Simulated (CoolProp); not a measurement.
Properties of propylene glycol along the isotherm 568.2 K (Tc = 674.0 K, pc = 7.292 MPa, ω = 0.327).

The numbers come from the reference Helmholtz-energy equation of state, Eisenbach 2021 in CoolProp.

```tsv
p (MPa)	phase	Z	cv (kJ/(kg K))	speed of sound (m/s)	isothermal compressibility (1/MPa)
5.61	liquid	0.1170	3.146	724.2	0.003127
11.2	liquid	0.2298	3.133	774.5	0.002659
16.8	liquid	0.3399	3.123	819.2	0.002322
22.4	liquid	0.4477	3.116	859.8	0.002067
28	liquid	0.5535	3.109	897.0	0.001866
33.7	liquid	0.6594	3.104	932.2	0.001701
39.3	liquid	0.7620	3.100	964.5	0.001567
44.9	liquid	0.8633	3.097	994.9	0.001454
50.5	liquid	0.9634	3.094	1024	0.001357
56.1	liquid	1.062	3.091	1051	0.001273
61.7	liquid	1.160	3.089	1077	0.001200
67.3	liquid	1.257	3.088	1102	0.001135
72.9	liquid	1.354	3.087	1126	0.001077
```
